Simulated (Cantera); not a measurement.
Input: 1 mol NH3, 0.25 mol H2O, 0.83 mol SO2, held at 1673.15 K.

Equilibrium computed with Cantera from the NASA thermochemical tables; the gas is ideal and each condensed phase is pure. Candidate condensed phases: H2O, H2SO4, S; 35 gas species. The ideal-gas law is rough above about 30 bar. Equilibrium is a limit: real reactors are often held back by kinetics, nucleation or transport.

x: gas mole fraction; nothing condenses.

| P (Pa) | x H2O | x H2 | x N2 | x SO2 | x H2S | x S2 | x SO |
|---|---|---|---|---|---|---|---|
| 10 | 0.300 | 0.284 | 0.169 | 0.151 | 0.000964 | 0.0393 | 0.0407 |
| 52 | 0.349 | 0.247 | 0.172 | 0.139 | 0.00225 | 0.0544 | 0.0280 |
| 280 | 0.397 | 0.206 | 0.174 | 0.125 | 0.00486 | 0.0677 | 0.0184 |
| 1400 | 0.440 | 0.167 | 0.177 | 0.111 | 0.00945 | 0.0776 | 0.0120 |
| 7600 | 0.479 | (withheld) | 0.179 | (withheld) | (withheld) | 0.0840 | (withheld) |
| 40000 | 0.508 | 0.0955 | 0.182 | 0.0893 | 0.0302 | 0.0853 | 0.00477 |
| 210000 | 0.528 | 0.0668 | 0.184 | 0.0842 | 0.0473 | 0.0816 | 0.00303 |
| 1100000 | 0.538 | (withheld) | 0.186 | 0.0833 | (withheld) | (withheld) | (withheld) |
| 5700000 | 0.540 | 0.0277 | 0.188 | 0.0858 | 0.0893 | 0.0622 | 0.00125 |
| 30000000 | 0.535 | 0.0167 | 0.189 | 0.0904 | 0.110 | 0.0496 | 0.000801 |

What belongs in the gaps?


- 7600, x H2: 0.129
- 7600, x SO2: 0.0986
- 7600, x H2S: 0.0177
- 7600, x SO: 0.00756
- 1100000, x H2: 0.0440
- 1100000, x H2S: 0.0678
- 1100000, x S2: 0.0734
- 1100000, x SO: 0.00194
